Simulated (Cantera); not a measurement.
A closed system holds: 1 mol Ta, 0.015 mol O2, 0.15 mol CH4, equilibrated at 852 °C and 0.730 bar.

Equilibrium computed with Cantera from the NASA thermochemical tables; the gas is ideal and each condensed phase is pure. Candidate condensed phases: C, C6H6, C7H8, C8H18, H2O, Ta, TaC, Ta2O5; 113 gas species. Mutual solubility and eutectic melting of coexisting phases are not modelled. TaC: taken at fixed stoichiometry. Condensed phases not in the tables: Ta2C, N, O or C dissolved in the metal. Rates play no part.

Base state: H2 1.000 (mole fractions); condensed: Ta(s) + TaC(s) + Ta2O5(s).

### Question
What changes in the equilibrium state with this change: temperature from 852 °C to 2277 °C?

### Answer
```json
[
 {"species": "H2", "before": "1.000", "after": "0.876"},
 {"species": "CO", "before": "<1e-9", "after": "0.0884"},
 {"species": "H", "before": "5.20e-8", "after": "0.0342"},
 {"species": "TaO", "before": "<1e-9", "after": "4.08e-5"},
 {"species": "TaO2", "before": "<1e-9", "after": "1.90e-5"},
 {"species": "CO2", "before": "<1e-9", "after": "1.46e-5"},
 {"species": "H2O", "before": "1.57e-6", "after": "0.000917"},
 {"species": "Ta(s), mol", "before": "0.838", "after": "0.880"},
 {"species": "TaC(s), mol", "before": "0.150", "after": "0.120"},
 {"species": "Ta2O5(s), mol", "before": "0.00600", "after": "0"}
]
```

### Question
What changes in the equilibrium state with this change: temperature from 852 °C to 2150 °C?

### Answer
| species | before | after |
|---|---|---|
| H2 | 1.000 | 0.890 |
| CO | <1e-9 | 0.0882 |
| H | 5.20e-8 | 0.0196 |
| TaO2 | <1e-9 | 3.54e-5 |
| CO2 | <1e-9 | 2.98e-5 |
| TaO | <1e-9 | 2.75e-5 |
| H2O | 1.57e-6 | 0.00180 |
| Ta(s), mol | 0.838 | 0.879 |
| TaC(s), mol | 0.150 | 0.121 |
| Ta2O5(s), mol | 0.00600 | 0 |
